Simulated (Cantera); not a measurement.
A perfectly stirred reactor is fed with CO : O₂ : H₂O : N₂ = 0.0081 : 0.044 : 0.0029 : 1 (molar parts), at 0.133 bar; it is held at 1175 K, and followed from long to short residence time.

Model: GRI-Mech 3.0 (53 species, 325 reactions), integrated in Cantera.

Problem. What does this change do: pressure from 0.133 bar to 0.680 bar?

Solution. 
```tsv
quantity	before	after
x(CO) at τ = 12.0 s	8.67e-5	5.50e-5
x(O₂) at τ = 12.0 s	0.0380	0.0380
x(H₂O) at τ = 12.0 s	0.00275	0.00276
x(N₂O) at τ = 12.0 s	2.22e-7	9.18e-7
x(OH) at τ = 12.0 s	2.05e-5	6.16e-6
x(CO) at τ = 0.230 s	0.00114	0.000790
x(O₂) at τ = 0.230 s	0.0384	0.0384
x(H₂O) at τ = 0.230 s	0.00269	0.00274
x(N₂O) at τ = 0.230 s	1.24e-7	6.93e-7
x(OH) at τ = 0.230 s	6.92e-5	2.00e-5
```

Problem. What does this change do: temperature 1175 to 1125 K?

Solution. 
```tsv
quantity	before	after
x(CO) at τ = 12.0 s	8.67e-5	0.000114
x(O₂) at τ = 12.0 s	0.0380	0.0381
x(H₂O) at τ = 12.0 s	0.00275	0.00275
x(N₂O) at τ = 12.0 s	2.22e-7	2.03e-7
x(OH) at τ = 12.0 s	2.05e-5	1.54e-5
x(CO) at τ = 0.230 s	0.00114	0.00147
x(O₂) at τ = 0.230 s	0.0384	0.0386
x(H₂O) at τ = 0.230 s	0.00269	0.00270
x(N₂O) at τ = 0.230 s	1.24e-7	1.07e-7
x(OH) at τ = 0.230 s	6.92e-5	5.08e-5
```
